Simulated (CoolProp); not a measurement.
Properties of trans-2-butene along the isotherm 459.3 K.

The numbers come from the reference Helmholtz-energy equation of state, Lemmon 2005 in CoolProp. It is a short technical equation, of lower accuracy than the large ones.

| p (kPa) | phase | density (kg/m³) | isothermal compressibility (1/MPa) |
|---|---|---|---|
| 126 | gas | 1.867 | 8.007 |
| 251 | gas | 3.753 | 4.056 |
| 377 | gas | 5.689 | 2.725 |
| 502 | gas | 7.645 | 2.067 |
| 628 | gas | 9.655 | 1.668 |
| 754 | gas | 11.71 | 1.404 |
| 879 | gas | 13.78 | 1.217 |
| 1000 | gas | 15.83 | 1.081 |
| 1130 | gas | 18.08 | 0.9682 |
| 1260 | gas | 20.38 | 0.8790 |
| 1380 | gas | 22.56 | 0.8120 |
| 1510 | gas | 24.97 | 0.7519 |
| 1630 | gas | 27.25 | 0.7054 |
| 1760 | gas | 29.78 | 0.6626 |
| 1880 | gas | 32.18 | 0.6289 |
| 2010 | gas | 34.84 | 0.5973 |
